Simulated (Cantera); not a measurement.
A freely propagating, adiabatic, planar premixed flame of H2 : O2 : N2 = 1 : 0.64 : 3.08 (molar parts), equivalence ratio 0.78, unburnt at 675 K and 9.87 atm; mixture-averaged transport, grid criteria slope 0.08 and curve 0.16, no radiation.

Detailed kinetics in Cantera: the H2/O2 subset of GRI-Mech 3.0, which has no nitrogen chemistry. The hydrogen kinetics of GRI-Mech 3.0 are dated; newer H2 mechanisms differ, most at raised pressure. Burning velocities carry a grid error of a few per cent, more on coarse grids.

Task: Predict: laminar burning velocity; thermal thickness; peak x(HO2); peak x(H); peak x(H2O2).

Result: 
| Quantity | Result |
|---|---|
| laminar burning velocity | 301 cm/s |
| thermal thickness | 0.0314 mm |
| peak x(HO2) | 0.000956 |
| peak x(H) | 0.00633 |
| peak x(H2O2) | 0.000172 |
